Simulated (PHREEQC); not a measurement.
Consider water at 25 °C with 0.0092 mol TMAH and 0.00078 mol (CH3)4NCl per kg of water. Closed to the air; pH follows from the charge balance.

Computed with PHREEQC (ion-association model, phreeqc.dat).

The pH is 11.91. The ionic strength comes out as 0.00998 mol/kgw and the total alkalinity is 9.20 meq/kg.

```json
[
 {"species": "(CH3)4N+", "molality": "0.00998", "activity": "0.00900", "log γ": "-0.045"},
 {"species": "OH-", "molality": "0.00920", "activity": "0.00828", "log γ": "-0.046"},
 {"species": "Cl-", "molality": "0.000780", "activity": "0.000703", "log γ": "-0.045"}
]
```

This is a speciation only: nothing precipitates in the calculation. (CH3)4N+ isn't in the database: it is added as a free cation with an ion size of 4 Å.
